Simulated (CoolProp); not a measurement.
Values from CoolProp's reference Helmholtz-energy equation of state, Beckmüller 2019.

Q: For n-octane, give the phase and the cp (kJ/(kg K)), speed of sound (m/s), isothermal compressibility (1/MPa), viscosity (µPa s) at 430 K and 7.8 bar; 536.1 K and 7.8 bar.

A: 
- 430 K and 7.8 bar: liquid; cp 2.79, speed of sound 668, isothermal compressibility 0.00470, viscosity 160
- 536.1 K and 7.8 bar: gas; cp 2.79, speed of sound 170, isothermal compressibility 1.56, viscosity 10.4

Viscosity comes from a separate model (Huber 2004).
